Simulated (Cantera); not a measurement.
# Tantalum, niobium, vanadium and zirconium in process gases: Zr + N2

A closed system holds: 1 mol Zr, 13 mol N2, held at 0.390 Pa.

These are equilibrium values from Cantera (NASA tables, ideal gas, pure condensed phases), not measurements of a reactor. Candidate condensed phases: Zr, ZrN; 4 gas species. ZrN: taken at fixed stoichiometry. Equilibrium is a limit: real reactors are often held back by kinetics, nucleation or transport.

```csv
T (K),x N2,x Zr,x N,x ZrN,n ZrN(s)
2025,1.000,1.14e-5,6.52e-7,<1e-12,1.000
2075,1.000,4.50e-5,1.30e-6,<1e-12,0.999
2125,1.000,0.000166,2.50e-6,1.86e-12,0.998
2175,0.999,0.000577,4.66e-6,7.26e-12,0.993
2225,0.998,0.00189,8.47e-6,2.66e-11,0.976
2275,0.994,0.00591,1.50e-5,9.20e-11,0.926
2325,0.982,0.0176,2.57e-5,3.01e-10,0.774
2375,0.949,0.0506,4.26e-5,9.37e-10,0.316
2425,0.929,0.0714,6.97e-5,1.43e-9,0
2475,0.928,0.0714,0.000113,1.56e-9,0
```
x: gas mole fraction; n: condensed amount in mol.

From 2025 K to 2375 K the condensed part is ZrN(s). From 2425 K to 2475 K nothing is condensed. The main Zr-bearing gas is Zr throughout.
